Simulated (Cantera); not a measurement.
Mixture: CH3OH : O2 : N2 = 1 : 1.58 : 6.79 (molar parts), equivalence ratio 0.95, at 3150 Torr, adiabatic and at constant pressure. Ignition delay is the time to a rise of 400 K.

Model: GRI-Mech 3.0 (53 species, 325 reactions), integrated in Cantera. GRI-Mech 3.0 was tuned for natural gas; its chemistry of methanol as a main component is partial and can be far from experiment.

What does this change do: pressure from 3150 Torr to 5330 Torr?


```json
[
 {"quantity": "delay at 1298 K", "before": "0.672 ms", "after": "0.445 ms"},
 {"quantity": "delay at 1398 K", "before": "0.191 ms", "after": "0.125 ms"},
 {"quantity": "delay at 1498 K", "before": "68.1 µs", "after": "44.0 µs"},
 {"quantity": "delay at 1598 K", "before": "29.0 µs", "after": "18.6 µs"},
 {"quantity": "apparent activation energy between 1548 and 1648 K", "before": "170 kJ/mol", "after": "170 kJ/mol"}
]
```
